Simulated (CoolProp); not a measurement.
Vapour-liquid equilibrium of propane (1) + R227EA (2) at 253.5 K; x and y are mole fractions of (1).

Computed with CoolProp (multi-fluid Helmholtz-energy mixture model, Lemmon 2009 and Lemmon 2016; pair parameters Bell 2016).

```csv
x,bubble pressure (kPa),y at the bubble point,dew pressure at overall composition x (kPa),liquid density (mol/L)
0.05,124.4,0.318,91.96,9.248
0.2,[?],0.615,107.8,9.564
0.35,234.4,0.700,129.9,9.925
0.5,249.7,0.739,162.5,10.35
0.65,257.4,[?],213.0,[?]
0.8,261.8,[?],261.2,11.50
0.95,256.0,0.925,253.4,12.27
```

### Question
What belongs in the gaps?

### Answer

- 0.2, bubble pressure (kPa): 199.1
- 0.65, y at the bubble point: 0.768
- 0.65, liquid density (mol/L): 10.87
- 0.8, y at the bubble point: 0.814

y crosses x between x = 0.8 and 0.95: the model has an azeotrope there.

The pair parameters rest on a limited set of measurements; away from them the model extrapolates. With so large a gap from Raoult's law the liquid may split in two, which this calculation doesn't test in full.
